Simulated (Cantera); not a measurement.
**Ignition delay**

Mixture: 12.2 % CH3OH, 18.5 % O2, 69.3 % N2, equivalence ratio 0.99, at 32000 Pa, adiabatic and at constant volume. Ignition delay is the time to a rise of 400 K.

Detailed kinetics in Cantera: GRI-Mech 3.0 (53 species, 325 reactions). GRI-Mech 3.0 was tuned for natural gas; its chemistry of methanol as a main component is partial and can be far from experiment.

```csv
T0 (K),delay (ms)
1150,62.4
1250,12.0
1350,3.04
1450,0.968
1550,0.372
1650,0.166
1750,0.0829
1850,0.0452
```

| Item | Value |
|---|---|
| apparent activation energy between 1650 and 1850 K | 160 kJ/mol |
